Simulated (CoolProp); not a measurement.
Vapour-liquid equilibrium of CHF3 (R23) (1) + R125 (2) at 380 kPa; x and y are mole fractions of (1).

The numbers come from the multi-fluid Helmholtz-energy mixture model, Penoncello 2003 and Lemmon 2005; pair parameters Bell 2016 in CoolProp.

```
x      bubble temperature (K)  y at the bubble point  dew temperature at overall composition x (K)  liquid density (mol/L)
-----  ----------------------  ---------------------  --------------------------------------------  ----------------------
0.05                    253.0                  0.149                                         255.3                   11.92
0.125                   248.2                  0.334                                         253.6                   12.39
0.2                     243.9                  0.480                                         251.8                   12.87
0.275                   240.0                  0.593                                         249.8                   13.36
0.35                    236.5                  0.682                                         247.8                   13.86
0.425                   233.4                  0.752                                         245.6                   14.38
0.5                     230.6                  0.808                                         243.3                   14.91
0.575                   228.1                  0.853                                         240.7                   15.46
0.65                    225.9                  0.890                                         237.9                   16.03
0.725                   223.9                  0.920                                         234.7                   16.63
0.8                     222.0                  0.946                                         231.1                   17.26
0.875                   220.3                  0.968                                         226.8                   17.93
0.95                    218.7                  0.988                                         221.7                   18.63
```

No azeotrope shows between x = 0.05 and 0.95.

The pair parameters rest on a limited set of measurements; away from them the model extrapolates.
